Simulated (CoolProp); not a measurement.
Vapour-liquid equilibrium of n-pentane (1) + benzene (2) at 0.646 MPa; x and y are mole fractions of (1).

Model: multi-fluid Helmholtz-energy mixture model, Thol 2019 and Thol 2012; pair parameters Bell 2016, in CoolProp.

```json
[
 {"x": "0.05", "bubble temperature, mixture model (K)": "422.3", "bubble temperature, Raoult's law (K)": "424.2", "y, mixture model": "0.144", "y, Raoult's law": "0.125"},
 {"x": "0.125", "bubble temperature, mixture model (K)": "414.7", "bubble temperature, Raoult's law (K)": "418.5", "y, mixture model": "0.307", "y, Raoult's law": "0.284"},
 {"x": "0.2", "bubble temperature, mixture model (K)": "408.7", "bubble temperature, Raoult's law (K)": "413.3", "y, mixture model": "0.429", "y, Raoult's law": "0.413"},
 {"x": "0.275", "bubble temperature, mixture model (K)": "403.7", "bubble temperature, Raoult's law (K)": "408.5", "y, mixture model": "0.523", "y, Raoult's law": "0.520"},
 {"x": "0.35", "bubble temperature, mixture model (K)": "399.5", "bubble temperature, Raoult's law (K)": "404.2", "y, mixture model": "0.599", "y, Raoult's law": "0.610"},
 {"x": "0.425", "bubble temperature, mixture model (K)": "395.9", "bubble temperature, Raoult's law (K)": "400.1", "y, mixture model": "0.662", "y, Raoult's law": "0.685"},
 {"x": "0.5", "bubble temperature, mixture model (K)": "392.7", "bubble temperature, Raoult's law (K)": "396.4", "y, mixture model": "0.717", "y, Raoult's law": "0.749"},
 {"x": "0.575", "bubble temperature, mixture model (K)": "389.8", "bubble temperature, Raoult's law (K)": "392.9", "y, mixture model": "0.766", "y, Raoult's law": "0.804"},
 {"x": "0.65", "bubble temperature, mixture model (K)": "387.2", "bubble temperature, Raoult's law (K)": "389.7", "y, mixture model": "0.811", "y, Raoult's law": "0.851"},
 {"x": "0.725", "bubble temperature, mixture model (K)": "384.8", "bubble temperature, Raoult's law (K)": "386.6", "y, mixture model": "0.853", "y, Raoult's law": "0.891"},
 {"x": "0.8", "bubble temperature, mixture model (K)": "382.5", "bubble temperature, Raoult's law (K)": "383.8", "y, mixture model": "0.894", "y, Raoult's law": "0.926"},
 {"x": "0.875", "bubble temperature, mixture model (K)": "380.4", "bubble temperature, Raoult's law (K)": "381.1", "y, mixture model": "0.934", "y, Raoult's law": "0.957"},
 {"x": "0.95", "bubble temperature, mixture model (K)": "378.3", "bubble temperature, Raoult's law (K)": "378.6", "y, mixture model": "0.973", "y, Raoult's law": "0.984"}
]
```

The largest gap from Raoult's law is -4.8 K in bubble temperature, at x = 0.275. No azeotrope shows between x = 0.05 and 0.95.

Pair parameters are fitted to limited data, so mixtures are less certain than the pure fluids.
